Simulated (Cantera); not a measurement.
A closed system holds: 1 mol Si, 4.9 mol Cl2, 84 mol H2, equilibrated at 998.15 K and 3.10 Pa.

These are equilibrium values from Cantera (NASA tables, ideal gas, pure condensed phases), not measurements of a reactor. Candidate condensed phases: Si; 19 gas species. The tables' values for SiCl3 are old estimates; treat these amounts as uncertain. The numbers say what is thermodynamically allowed, not how fast it happens.

Base state: H2 0.910, HCl 0.0791, SiCl2 0.00615, SiCl4 0.00386, SiCl3 0.000984, SiHCl3 0.000308 (mole fractions); condensed: gas only.

What changes in the equilibrium state with this change: temperature from 998.15 K to 1348.15 K?


```json
[
 {"species": "H2", "before": "0.910", "after": "0.901"},
 {"species": "HCl", "before": "0.0791", "after": "0.0877"},
 {"species": "SiCl2", "before": "0.00615", "after": "0.0112"},
 {"species": "SiCl4", "before": "0.00386", "after": "8.19e-7"},
 {"species": "Cl", "before": "3.00e-8", "after": "3.21e-5"}
]
```
